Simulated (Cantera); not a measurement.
Input: 1 mol SiHCl₃, 3.5 mol N₂, at 1200 K and 0.133 bar.

These are equilibrium values from Cantera (NASA tables, ideal gas, pure condensed phases), not measurements of a reactor. Candidate condensed phases: NH₄Cl, Si, Si₃N₄; 28 gas species. N₂ is the only nitrogen source here; it is nearly inert below about 1500 K, so the nitride shown seldom forms there in practice. The tables' values for SiCl₃ are old estimates; treat these amounts as uncertain. Equilibrium is a limit: real reactors are often held back by kinetics, nucleation or transport.

Base state: N₂ 0.690, HCl 0.164, SiCl₄ 0.119, H₂ 0.0251, SiCl₃ 0.00126, SiHCl₃ 0.000493, SiCl₂ 0.000116 (mole fractions); condensed: Si₃N₄(s).

Problem. What changes in the equilibrium state with this change: N₂ from 3.5 to 27 mol?

Solution. 
```
species          before     after
-------------  --------  --------
N₂                0.690     0.948
HCl               0.164    0.0313
SiCl₄             0.119    0.0185
H₂               0.0251   0.00207
SiHCl₃         0.000493   3.34e-5
SiCl₃           0.00126  0.000296
SiCl₂          0.000116   4.14e-5
Si₃N₄(s), mol     0.146     0.156
```

Problem. What changes in the equilibrium state with this change: N₂ from 3.5 to 0.77 mol?

Solution. 
```
species          before     after
-------------  --------  --------
HCl               0.164     0.338
SiCl₄             0.119     0.304
N₂                0.690     0.261
H₂               0.0251    0.0917
SiHCl₃         0.000493   0.00224
SiCl₃           0.00126   0.00299
SiCl₂          0.000116  0.000258
Si₃N₄(s), mol     0.146     0.136
```
